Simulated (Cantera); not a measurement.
# Diamond growth

A diamond (100) surface in a fixed gas of H2 with x(CH4) = 0.0046, x(H) = 0.0038, at 973 K, 82.5 Torr; coverages are run to steady state.

Detailed kinetics in Cantera: the Harris–Goodwin 1993 mechanism for the reconstructed diamond (100) surface.

```json
[
 {"x(CH3)": "1e-06", "growth (µm/h)": "0.0506", "θ c6HH": "0.622", "θ c6H*": "0.0161", "θ c6*H": "0.354", "θ c6**": "0.00794", "θ c6HM": "0.000159"},
 {"x(CH3)": "2.1e-06", "growth (µm/h)": "0.106", "θ c6HH": "0.622", "θ c6H*": "0.0161", "θ c6*H": "0.354", "θ c6**": "0.00794", "θ c6HM": "0.000333"},
 {"x(CH3)": "4.6e-06", "growth (µm/h)": "0.233", "θ c6HH": "0.622", "θ c6H*": "0.0161", "θ c6*H": "0.353", "θ c6**": "0.00793", "θ c6HM": "0.000729"},
 {"x(CH3)": "9.8e-06", "growth (µm/h)": "0.495", "θ c6HH": "0.621", "θ c6H*": "0.0160", "θ c6*H": "0.353", "θ c6**": "0.00792", "θ c6HM": "0.00155"},
 {"x(CH3)": "2.1e-05", "growth (µm/h)": "1.06", "θ c6HH": "0.620", "θ c6H*": "0.0160", "θ c6*H": "0.352", "θ c6**": "0.00790", "θ c6HM": "0.00332"},
 {"x(CH3)": "4.5e-05", "growth (µm/h)": "2.26", "θ c6HH": "0.616", "θ c6H*": "0.0159", "θ c6*H": "0.350", "θ c6**": "0.00784", "θ c6HM": "0.00707"},
 {"x(CH3)": "9.6e-05", "growth (µm/h)": "4.76", "θ c6HH": "0.610", "θ c6H*": "0.0157", "θ c6*H": "0.347", "θ c6**": "0.00773", "θ c6HM": "0.0149"},
 {"x(CH3)": "0.0002", "growth (µm/h)": "9.67", "θ c6HH": "0.597", "θ c6H*": "0.0154", "θ c6*H": "0.339", "θ c6**": "0.00752", "θ c6HM": "0.0303"},
 {"x(CH3)": "0.00044", "growth (µm/h)": "20.2", "θ c6HH": "0.570", "θ c6H*": "0.0147", "θ c6*H": "0.323", "θ c6**": "0.00706", "θ c6HM": "0.0633"}
]
```
θ: site fractions in the mechanism's names (c6HH fully hydrogenated, c6H* and c6*H radical sites, c6** diradical, c6HM methylated).
